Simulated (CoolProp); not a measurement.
Dodecamethylcyclohexasiloxane (D6) along the isobar 5170 kPa: fugacity coefficient from the reference equation and from simpler models built on Tc = 645.8 K, pc = 961.4 kPa, ω = 0.736; each cubic takes its own stable root.

Model: reference Helmholtz-energy equation of state, Colonna 2008, in CoolProp. It is a short technical equation, of lower accuracy than the large ones.

```
T (K)   phase  reference  van der Waals  Redlich-Kwong  Soave-Redlich-Kwong  Peng-Robinson
-----  ------  ---------  -------------  -------------  -------------------  -------------
488.9  liquid    0.01923         0.1417        0.06162              0.02067        0.01924
497.7  liquid    0.02364         0.1503        0.06904              0.02546        0.02361
506.4  liquid    0.02869         0.1591        0.07685              0.03097        0.02860
515.2  liquid    0.03454         0.1681        0.08522              0.03739        0.03440
523.9  liquid    0.04112         0.1771        0.09393              0.04462        0.04093
532.6  liquid    0.04853         0.1863         0.1031              0.05280        0.04828
541.4  liquid    0.05689         0.1957         0.1127              0.06206        0.05660
550.1  liquid    0.06606         0.2052         0.1227              0.07225        0.06574
558.8  liquid    0.07614         0.2147         0.1331              0.08348        0.07581
567.6  liquid    0.08729         0.2245         0.1439              0.09594        0.08696
576.3  liquid    0.09924         0.2343         0.1549               0.1093        0.09894
585.1  liquid     0.1123         0.2442         0.1664               0.1240         0.1120
593.8  liquid     0.1261         0.2541         0.1781               0.1395         0.1259
602.5  liquid     0.1408         0.2641         0.1901               0.1561         0.1408
611.3  liquid     0.1566         0.2742         0.2024               0.1739         0.1567
620    liquid     0.1730         0.2842         0.2148               0.1925         0.1733
```
